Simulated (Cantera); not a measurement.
# Silicon epitaxy and polysilicon growth: SiH4 + H2

Feed: 1 mol SiH4, 5.1 mol H2, held at 10000 Pa.

These are equilibrium values from Cantera (NASA tables, ideal gas, pure condensed phases), not measurements of a reactor. Candidate condensed phases: Si; 9 gas species. Gases not in the tables: Si2H6 and higher silanes. Equilibrium is a limit: real reactors are often held back by kinetics, nucleation or transport.

```csv
T (K),x H2,x H,x SiH2,x Si,n Si(s),n Si(l)
1098,1.00,7.82e-8,1.25e-9,<1e-12,1.00,0
1148,1.00,2.27e-7,3.97e-9,1.83e-12,1.00,0
1198,1.000,6.01e-7,1.14e-8,1.29e-11,1.000,0
1248,1.000,1.48e-6,3.02e-8,7.76e-11,1.000,0
1298,1.000,3.39e-6,7.39e-8,4.06e-10,1.000,0
1348,1.000,7.32e-6,1.69e-7,1.88e-9,1.000,0
1398,1.000,1.50e-5,3.66e-7,7.79e-9,1.000,0
1448,1.000,2.91e-5,7.48e-7,2.92e-8,1.000,0
1498,1.000,5.43e-5,1.46e-6,1.00e-7,1.000,0
1548,1.000,9.74e-5,2.73e-6,3.18e-7,1.000,0
1598,1.000,0.000168,4.89e-6,9.35e-7,1.000,0
1648,1.000,0.000282,8.47e-6,2.58e-6,1.000,0
1698,1.000,0.000457,1.40e-5,6.57e-6,0,1.000
1748,0.999,0.000722,2.05e-5,1.46e-5,0,1.000
```
x: gas mole fraction; n: condensed amount in mol.

From 1098 K to 1648 K the condensed part is Si(s). From 1698 K to 1748 K the condensed part is Si(l). The main Si-bearing gas is SiH4 at 1098 K and SiH2 at 1748 K.
